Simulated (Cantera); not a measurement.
Charge: 1 mol SiCl4, 1.3 mol Cl2, 7.9 mol H2, equilibrated at 625 K and 6.50 bar.

Method: chemical equilibrium by Gibbs-energy minimisation in Cantera with the NASA 1993 tables (ideal gas, pure condensed phases). Candidate condensed phases: Si; 19 gas species. Equilibrium is a limit: real reactors are often held back by kinetics, nucleation or transport.

Base state: H2 0.647, HCl 0.255, SiCl4 0.0980, SiHCl3 1.20e-5 (mole fractions); condensed: gas only.

Problem. What changes in the equilibrium state with this change: Cl2 from 1.3 to 2.4 mol?

Solution. 
| species | before | after |
|---|---|---|
| H2 | 0.647 | 0.487 |
| HCl | 0.255 | 0.425 |
| SiCl4 | 0.0980 | 0.0885 |
| SiHCl3 | 1.20e-5 | 4.90e-6 |

Problem. What changes in the equilibrium state with this change: temperature from 625 K to 1100 K?

Solution. 
```
species   before    after
-------  -------  -------
H2         0.647    0.643
HCl        0.255    0.258
SiCl4     0.0980   0.0945
SiCl3      <1e-9  9.48e-5
SiH2Cl2    <1e-9  1.53e-5
SiHCl3   1.20e-5  0.00347
```
The tables' values for SiCl3 are old estimates; treat these amounts as uncertain.
